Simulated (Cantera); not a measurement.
A perfectly stirred reactor is fed with H2 : O2 : N2 = 1 : 0.357 : 1.34 (molar parts), equivalence ratio 1.4, at 0.720 atm; it is adiabatic with a 450 K inlet, and is followed from long to short residence time, starting on the burning branch (τ in s: 0.31, 0.081, 0.022, 0.0057, 0.0015, 0.0004, 0.00011, 2.8e-05, 7.3e-06).

Model: the H2/O2 subset of GRI-Mech 3.0, which has no nitrogen chemistry, integrated in Cantera.

Problem. What does this change do: H2 1 to 0.62 parts?

Solution. 
```tsv
quantity	before	after
blow-out, bracketed by the residence times tried	burning at 28.0 µs, out at 7.30 µs	burning at 28.0 µs, out at 7.30 µs
x(H2) at τ = 0.310 s	0.120	0.00639
x(O2) at τ = 0.310 s	0.000113	0.0237
x(H) at τ = 0.310 s	0.00645	0.00121
x(O) at τ = 0.310 s	0.000104	0.00123
x(HO2) at τ = 0.310 s	6.11e-8	2.94e-6
x(H2) at τ = 1.50 ms	0.115	0.0207
x(O2) at τ = 1.50 ms	0.00217	0.0291
x(H) at τ = 1.50 ms	0.0306	0.00938
x(O) at τ = 1.50 ms	0.00183	0.00507
x(HO2) at τ = 1.50 ms	1.06e-6	5.98e-6
```

Problem. What does this change do: inlet temperature 450 to 400 K?

Solution. 
| quantity | before | after |
|---|---|---|
| blow-out, bracketed by the residence times tried | burning at 28.0 µs, out at 7.30 µs | burning at 28.0 µs, out at 7.30 µs |
| x(H2) at τ = 0.310 s | 0.120 | 0.120 |
| x(O2) at τ = 0.310 s | 0.000113 | 8.68e-5 |
| x(H) at τ = 0.310 s | 0.00645 | 0.00567 |
| x(O) at τ = 0.310 s | 0.000104 | 7.74e-5 |
| x(HO2) at τ = 0.310 s | 6.11e-8 | 4.64e-8 |
| x(H2) at τ = 1.50 ms | 0.115 | 0.115 |
| x(O2) at τ = 1.50 ms | 0.00217 | 0.00210 |
| x(H) at τ = 1.50 ms | 0.0306 | 0.0303 |
| x(O) at τ = 1.50 ms | 0.00183 | 0.00173 |
| x(HO2) at τ = 1.50 ms | 1.06e-6 | 1.05e-6 |
